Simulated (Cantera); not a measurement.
An isothermal, constant-pressure homogeneous reactor starts with CH₄ : CO₂ = 1 : 0.8 (molar parts), at 1300 K and 0.780 atm. Integrator tolerance rtol = 1e-08.

Model: GRI-Mech 3.0 (53 species, 325 reactions), integrated in Cantera.

Q: What does this change do: pressure from 0.780 atm to 0.247 atm?

A: 
```csv
quantity,before,after
x(CH₄) at 50.0 s,0.316 (gas-phase equilibrium 0.0569),0.420 (gas-phase equilibrium 0.0493)
x(CO₂) at 50.0 s,0.278 (gas-phase equilibrium 2.14e-5),0.368 (gas-phase equilibrium 2.52e-6)
x(HCO) at 50.0 s,7.16e-11 (gas-phase equilibrium 1.29e-9),1.19e-11 (gas-phase equilibrium 7.26e-10)
x(H) at 50.0 s,2.09e-7 (gas-phase equilibrium 8.61e-7),1.98e-7 (gas-phase equilibrium 1.54e-6)
x(C₂H₄) at 50.0 s,0.0175 (gas-phase equilibrium 0.000497),0.00384 (gas-phase equilibrium 0.00115)
x(OH) at 50.0 s,2.53e-9 (gas-phase equilibrium <1e-12),1.43e-9 (gas-phase equilibrium <1e-12)
```

Q: What does this change do: pressure from 0.780 atm to 0.132 atm?

A: 
```json
[
 {"quantity": "x(CH₄) at 50.0 s", "before": "0.316 (gas-phase equilibrium 0.0569)", "after": "0.461 (gas-phase equilibrium 0.0402)"},
 {"quantity": "x(CO₂) at 50.0 s", "before": "0.278 (gas-phase equilibrium 2.14e-5)", "after": "0.397 (gas-phase equilibrium 8.96e-7)"},
 {"quantity": "x(HCO) at 50.0 s", "before": "7.16e-11 (gas-phase equilibrium 1.29e-9)", "after": "8.90e-12 (gas-phase equilibrium 5.30e-10)"},
 {"quantity": "x(H) at 50.0 s", "before": "2.09e-7 (gas-phase equilibrium 8.61e-7)", "after": "1.93e-7 (gas-phase equilibrium 2.13e-6)"},
 {"quantity": "x(C₂H₄) at 50.0 s", "before": "0.0175 (gas-phase equilibrium 0.000497)", "after": "0.00213 (gas-phase equilibrium 0.00138)"},
 {"quantity": "x(OH) at 50.0 s", "before": "2.53e-9 (gas-phase equilibrium <1e-12)", "after": "1.07e-9 (gas-phase equilibrium <1e-12)"}
]
```
